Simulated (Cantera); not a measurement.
Cantera run, input and output.

```python
import numpy as np
import cantera as ct

gas = ct.Solution("gri30.yaml")


def delay(T, t_max=10):
    gas.TPX = T, 220000, {'CH4': 1, 'O2': 3.92, 'N2': 14.7}
    reactor = ct.IdealGasReactor(gas, clone=False)
    net = ct.ReactorNet([reactor])
    net.rtol, net.atol = 1e-8, 1e-16
    while net.time < t_max:
        t_old, T_old = net.time, reactor.T
        net.step()
        if reactor.T > T + 400:  # ignition: a rise of 400 K
            return t_old + (T + 400 - T_old) / (reactor.T - T_old) * (net.time - t_old)
    return np.nan


taus = []
for T in [1150, 1225, 1300, 1375, 1450, 1525, 1600, 1675, 1750]:
    taus.append(delay(T))
    print(f"T0 = {T:6g} K   tau = {taus[-1]:.4e} s")
```

Result:

```
T0 =   1150 K   tau = 3.1255e-02 s
T0 =   1225 K   tau = 1.1016e-02 s
T0 =   1300 K   tau = 4.2093e-03 s
T0 =   1375 K   tau = 1.7418e-03 s
T0 =   1450 K   tau = 7.8161e-04 s
T0 =   1525 K   tau = 3.8100e-04 s
T0 =   1600 K   tau = 2.0127e-04 s
T0 =   1675 K   tau = 1.1427e-04 s
T0 =   1750 K   tau = 6.8956e-05 s
```

Detailed kinetics in Cantera: GRI-Mech 3.0 (53 species, 325 reactions).
